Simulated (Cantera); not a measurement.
An isothermal, constant-pressure homogeneous reactor starts with H2 : O2 : N2 = 1.4 : 1 : 0.73 (molar parts), at 950 K and 100.0 Torr.

Computed with Cantera and GRI-Mech 3.0 (53 species, 325 reactions). Radical loss at walls, strong at low pressure, is not modelled. The temperature is held fixed by assumption; the heat of reaction is taken as removed at once.

One state of this run: x H2 = 0.0116; x O2 = 0.128; x OH = 2.37e-5; x H2O2 = 1.57e-5; x NO = 3.81e-7. x: mole fraction; the columns are a selection and need not sum to one.

Which value of t (s) does it belong to?
(A) 0.871
(B) 0.000169
(C) 0.00660
(D) 0.0758

C, 0.00660
